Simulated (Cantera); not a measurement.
# Premixed flame

A freely propagating, adiabatic, planar premixed flame of 3.53 % C3H8, 24.2 % O2, 72.3 % N2, unburnt at 425 K and 84000 Pa; mixture-averaged transport, grid criteria slope 0.08 and curve 0.16, no radiation.

Detailed kinetics in Cantera: GRI-Mech 3.0 (53 species, 325 reactions). GRI-Mech 3.0 was tuned for natural gas; its chemistry of propane as a main component is partial and can be far from experiment. Burning velocities carry a grid error of a few per cent, more on coarse grids.

```json
[
 {"z (mm)": "-1.00", "T (K)": "425", "u (m/s)": "0.921", "x C3H8": "0.0353", "x O2": "0.242", "x H": "<1e-8", "x C2H": "<1e-8", "x N2O": "<1e-8", "x H2O": "1.18e-5"},
 {"z (mm)": "-0.669", "T (K)": "426", "u (m/s)": "0.924", "x C3H8": "0.0352", "x O2": "0.241", "x H": "<1e-8", "x C2H": "<1e-8", "x N2O": "<1e-8", "x H2O": "0.000203"},
 {"z (mm)": "-0.501", "T (K)": "430", "u (m/s)": "0.934", "x C3H8": "0.0352", "x O2": "0.241", "x H": "<1e-8", "x C2H": "<1e-8", "x N2O": "<1e-8", "x H2O": "0.000805"},
 {"z (mm)": "-0.334", "T (K)": "465", "u (m/s)": "1.01", "x C3H8": "0.0349", "x O2": "0.237", "x H": "1.08e-8", "x C2H": "<1e-8", "x N2O": "<1e-8", "x H2O": "0.00533"},
 {"z (mm)": "-0.167", "T (K)": "779", "u (m/s)": "1.73", "x C3H8": "0.0281", "x O2": "0.206", "x H": "3.50e-5", "x C2H": "<1e-8", "x N2O": "<1e-8", "x H2O": "0.0360"},
 {"z (mm)": "-0.0836", "T (K)": "1183", "u (m/s)": "2.71", "x C3H8": "0.0122", "x O2": "0.165", "x H": "0.000506", "x C2H": "<1e-8", "x N2O": "2.49e-8", "x H2O": "0.0700"},
 {"z (mm)": "0", "T (K)": "1582", "u (m/s)": "3.69", "x C3H8": "0.000703", "x O2": "0.118", "x H": "0.00263", "x C2H": "4.86e-7", "x N2O": "6.25e-8", "x H2O": "0.102"},
 {"z (mm)": "0.0836", "T (K)": "1749", "u (m/s)": "4.09", "x C3H8": "1.91e-6", "x O2": "0.0919", "x H": "0.00502", "x C2H": "3.83e-7", "x N2O": "1.19e-7", "x H2O": "0.116"},
 {"z (mm)": "0.167", "T (K)": "1804", "u (m/s)": "4.20", "x C3H8": "<1e-8", "x O2": "0.0812", "x H": "0.00622", "x C2H": "2.50e-8", "x N2O": "1.67e-7", "x H2O": "0.119"},
 {"z (mm)": "0.334", "T (K)": "1873", "u (m/s)": "4.33", "x C3H8": "<1e-8", "x O2": "0.0735", "x H": "0.00654", "x C2H": "<1e-8", "x N2O": "2.03e-7", "x H2O": "0.119"},
 {"z (mm)": "0.669", "T (K)": "1960", "u (m/s)": "4.50", "x C3H8": "<1e-8", "x O2": "0.0687", "x H": "0.00519", "x C2H": "<1e-8", "x N2O": "2.22e-7", "x H2O": "0.121"},
 {"z (mm)": "1.34", "T (K)": "2055", "u (m/s)": "4.69", "x C3H8": "<1e-8", "x O2": "0.0659", "x H": "0.00301", "x C2H": "<1e-8", "x N2O": "2.58e-7", "x H2O": "0.125"},
 {"z (mm)": "2.67", "T (K)": "2140", "u (m/s)": "4.85", "x C3H8": "<1e-8", "x O2": "0.0638", "x H": "0.00138", "x C2H": "<1e-8", "x N2O": "3.07e-7", "x H2O": "0.129"}
]
```
x: mole fraction of selected species; z is measured from the peak of heat release.

```yaml
laminar_burning_velocity: 92.0 cm/s
thermal_thickness: 0.334 mm
peak x(H): 0.00661
peak x(C2H): 7.24e-7
grid_points: 152
```
